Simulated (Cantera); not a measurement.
An isothermal, constant-pressure homogeneous reactor starts with CO : O2 : H2O : N2 = 0.014 : 0.073 : 0.066 : 1 (molar parts), at 875 K and 1050 Torr. Integrator tolerance rtol = 1e-08.

Detailed kinetics in Cantera: GRI-Mech 3.0 (53 species, 325 reactions).

Task: What does this change do: temperature 875 to 1498 K?

Result: 
| quantity | before | after |
|---|---|---|
| x(CO) at 1.00 s | 0.0121 (gas-phase equilibrium <1e-12) | 2.06e-7 (gas-phase equilibrium 2.06e-7) |
| x(O2) at 1.00 s | 0.0633 (gas-phase equilibrium 0.0576) | 0.0576 (gas-phase equilibrium 0.0572) |
| x(H2O) at 1.00 s | 0.0572 (gas-phase equilibrium 0.0576) | 0.0576 (gas-phase equilibrium 0.0576) |
| x(O) at 1.00 s | 1.59e-9 (gas-phase equilibrium <1e-12) | 8.05e-7 (gas-phase equilibrium 8.03e-7) |
| x(CO2) at 1.00 s | 1.66e-5 (gas-phase equilibrium 0.0122) | 0.0122 (gas-phase equilibrium 0.0122) |
| x(H2O2) at 1.00 s | 2.40e-7 (gas-phase equilibrium 7.42e-12) | 3.36e-9 (gas-phase equilibrium 3.35e-9) |

Task: What does this change do: temperature 875 to 1048 K?

Result: 
```tsv
quantity	before	after
x(CO) at 1.00 s	0.0121 (gas-phase equilibrium <1e-12)	0.000460 (gas-phase equilibrium 1.25e-11)
x(O2) at 1.00 s	0.0633 (gas-phase equilibrium 0.0576)	0.0578 (gas-phase equilibrium 0.0576)
x(H2O) at 1.00 s	0.0572 (gas-phase equilibrium 0.0576)	0.0576 (gas-phase equilibrium 0.0576)
x(O) at 1.00 s	1.59e-9 (gas-phase equilibrium <1e-12)	5.17e-8 (gas-phase equilibrium 1.29e-10)
x(CO2) at 1.00 s	1.66e-5 (gas-phase equilibrium 0.0122)	0.0118 (gas-phase equilibrium 0.0122)
x(H2O2) at 1.00 s	2.40e-7 (gas-phase equilibrium 7.42e-12)	1.50e-7 (gas-phase equilibrium 8.28e-11)
```
